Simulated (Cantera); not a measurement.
An adiabatic, constant-pressure homogeneous reactor starts with H2 : O2 : N2 = 1 : 0.5 : 1.88 (molar parts), equivalence ratio 1.0, at 1023 K and 1.01 bar. Integrator tolerance rtol = 1e-08.

Computed with Cantera and the H2/O2 subset of GRI-Mech 3.0, which has no nitrogen chemistry.

Q: What does this change do: 0.26 parts H2O added?

A: 
| quantity | before | after |
|---|---|---|
| time of steepest temperature rise | 0.204 ms | 0.682 ms |
| temperature at 2.00 s | 2701 K | 2602 K |
| equilibrium temperature | 2701 K | 2602 K |
| x(H2) at 2.00 s | 0.0361 (gas-phase equilibrium 0.0361) | 0.0310 (gas-phase equilibrium 0.0310) |
| x(O2) at 2.00 s | 0.0132 (gas-phase equilibrium 0.0132) | 0.0115 (gas-phase equilibrium 0.0115) |
| x(OH) at 2.00 s | 0.0218 (gas-phase equilibrium 0.0218) | 0.0177 (gas-phase equilibrium 0.0177) |
| x(HO2) at 2.00 s | 4.92e-6 (gas-phase equilibrium 4.92e-6) | 3.90e-6 (gas-phase equilibrium 3.90e-6) |
| x(O) at 2.00 s | 0.00417 (gas-phase equilibrium 0.00417) | 0.00252 (gas-phase equilibrium 0.00252) |

Q: What does this change do: O2 0.5 to 0.15 parts?

A: 
```csv
quantity,before,after
time of steepest temperature rise,0.204 ms,0.517 ms
temperature at 2.00 s,2701 K,1761 K
equilibrium temperature,2701 K,1761 K
x(H2) at 2.00 s,0.0361 (gas-phase equilibrium 0.0361),0.243 (gas-phase equilibrium 0.243)
x(O2) at 2.00 s,0.0132 (gas-phase equilibrium 0.0132),2.55e-10 (gas-phase equilibrium 2.55e-10)
x(OH) at 2.00 s,0.0218 (gas-phase equilibrium 0.0218),3.27e-6 (gas-phase equilibrium 3.27e-6)
x(HO2) at 2.00 s,4.92e-6 (gas-phase equilibrium 4.92e-6),<1e-12 (gas-phase equilibrium <1e-12)
x(O) at 2.00 s,0.00417 (gas-phase equilibrium 0.00417),1.33e-9 (gas-phase equilibrium 1.33e-9)
```
